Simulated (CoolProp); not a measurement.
A single-stage vapour-compression cycle with cis-2-butene: evaporating at 236.15 K (dew point), condensing at 287.15 K (bubble point), superheat 5 K, subcooling 0 K, compressor efficiency 0.6, no pressure losses. Each further row changes one setting.

Values from CoolProp's reference Helmholtz-energy equation of state, Lemmon 2005. It is a short technical equation, of lower accuracy than the large ones.

```csv
case,cooling COP,pressure ratio,discharge temperature (K),refrigerating effect (kJ/kg),volumetric capacity (kJ/m³)
as stated,2.34,9.47,347.9,350,154
evaporating temperature 241.15 K,2.70,7.23,340.8,356,202
condensing temperature 282.15 K,2.65,7.91,339.5,361,159
subcooling 5 K,2.42,9.47,347.9,361,159
superheat 15 K,2.33,9.47,359.1,363,153
compressor efficiency 0.5,1.95,9.47,365.6,350,154
```
